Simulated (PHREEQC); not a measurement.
A made-up water analysis in mmol/kgw, 40 °C, pH 6.49, pe 2.9: Na 0.000926; K 0.00214; Ca 0.00148; Mg 0.000819; Cl 0.00646; S(6) 0.000507; Alkalinity (meq/kgw) 0.000212; Ba 0.000123.

Valence states are taken as typed.

Model: ion-association model, wateq4f.dat, run in PHREEQC.

No solid was allowed to form.

Estimate the charge-balance error.

charge-balance error 1.4 %.

In which forms is C present?

HCO3- 61 %, CO2 39 % of the C.

Constants without temperature data keep their 25 °C values here.
